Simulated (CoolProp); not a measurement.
The fluid at 298.15 K and 0.084 MPa expands adiabatically to 0.00835 MPa with isentropic efficiency 1. The same conditions are run with several fluids, on thermodynamics alone (safety and materials aside).

Model: reference Helmholtz-energy equation of state of each fluid (R245ca: Zhou 2016; fluorine: de Reuck 1990; CH3F (R41): Lemmon 2006; carbon monoxide: Lemmon 2006), in CoolProp.

Task: Rank R245ca, fluorine, CH3F (R41), carbon monoxide by work (kJ/kg), highest first.

Result: carbon monoxide (150), CH3F (R41) (129), fluorine (112), R245ca (38.6)

```json
[
 {"fluid": "R245ca", "final temperature (K)": "249.9", "final density (kg/m³)": "0.542"},
 {"fluid": "fluorine", "final temperature (K)": "157.3", "final density (kg/m³)": "0.243"},
 {"fluid": "CH3F (R41)", "final temperature (K)": "172.2", "final density (kg/m³)": "0.200"},
 {"fluid": "carbon monoxide", "final temperature (K)": "154.1", "final density (kg/m³)": "0.183"}
]
```
